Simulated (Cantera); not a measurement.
A closed system holds: 1 mol Nb, 15 mol H₂O, equilibrated at 0.100 bar.

These are equilibrium values from Cantera (NASA tables, ideal gas, pure condensed phases), not measurements of a reactor. Candidate condensed phases: H₂O, Nb, NbO, NbO₂, Nb₂O₅; 12 gas species. Condensed phases not in the tables: the oxides between NbO₂ and Nb₂O₅. Rates play no part.

x: gas mole fraction; n: condensed amount in mol.

| T (°C) | x H₂O | x H₂ | x H | x OH | x NbO₂ | x O | x O₂ | n Nb₂O₅(s) | n Nb₂O₅(l) |
|---|---|---|---|---|---|---|---|---|---|
| 550 | 0.833 | 0.167 | 9.47e-12 | <1e-12 | <1e-12 | <1e-12 | <1e-12 | 0.500 | 0 |
| 750 | 0.833 | 0.167 | 5.34e-9 | 7.03e-11 | <1e-12 | <1e-12 | <1e-12 | 0.500 | 0 |
| 950 | 0.833 | 0.167 | 3.88e-7 | 1.75e-8 | <1e-12 | <1e-12 | <1e-12 | 0.500 | 0 |
| 1150 | 0.833 | 0.167 | (withheld) | (withheld) | (withheld) | (withheld) | (withheld) | 0.500 | 0 |
| 1350 | 0.833 | 0.167 | (withheld) | (withheld) | (withheld) | (withheld) | (withheld) | 0.500 | 0 |
| 1550 | 0.833 | 0.166 | 0.000559 | 0.000195 | 3.65e-7 | 5.02e-7 | 1.11e-6 | 0 | 0.500 |
| 1750 | 0.830 | 0.166 | 0.00245 | 0.00128 | 1.17e-5 | 1.37e-5 | 2.94e-5 | 0 | 0.500 |
| 1950 | 0.820 | 0.165 | 0.00823 | 0.00590 | 0.000189 | 0.000204 | 0.000426 | 0 | 0.499 |
| 2150 | 0.781 | 0.168 | 0.0230 | 0.0202 | 0.00191 | 0.00184 | 0.00353 | 0 | 0.485 |
| 2350 | 0.673 | 0.181 | 0.0567 | 0.0499 | 0.0141 | 0.0101 | 0.0152 | 0 | 0.384 |
| 2550 | 0.477 | 0.191 | 0.123 | 0.0877 | 0.0514 | 0.0352 | 0.0352 | 0 | 0 |

Question: Some entries are withheld; supply them.

Answer: 
- 1150, x H: 8.58e-6
- 1150, x OH: 9.30e-7
- 1150, x NbO₂: 6.27e-12
- 1150, x O: 4.30e-11
- 1150, x O₂: 1.02e-10
- 1350, x H: 8.92e-5
- 1350, x OH: 1.87e-5
- 1350, x NbO₂: 3.17e-9
- 1350, x O: 8.24e-9
- 1350, x O₂: 1.88e-8
